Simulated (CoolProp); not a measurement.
Saturation properties of dodecamethylcyclohexasiloxane (D6).

The numbers come from the reference Helmholtz-energy equation of state, Colonna 2008 in CoolProp. It is a short technical equation, of lower accuracy than the large ones.

```csv
T (°C),p (MPa),vapour density (kg/m³),enthalpy of vaporisation (kJ/kg),surface tension (mN/m)
85.05,0.0003022,0.04518,141.3,14.1
92.95,0.0004752,0.06954,139.2,13.4
100.75,0.0007248,0.1039,137.2,12.9
108.65,0.001086,0.1526,135.2,12.3
116.45,0.001584,0.2183,133.1,11.7
124.35,0.002275,0.3077,131.1,11.1
132.15,0.003194,0.4243,129.1,10.6
140.05,0.004425,0.5776,127.1,10.0
147.85,0.006007,0.7713,125.2,9.49
155.75,0.008063,1.019,123.2,8.97
163.65,0.01067,1.329,121.2,8.45
```

It boils at 245.0 °C under 1 atm.

Surface tension comes from a separate correlation (Mulero 2014).
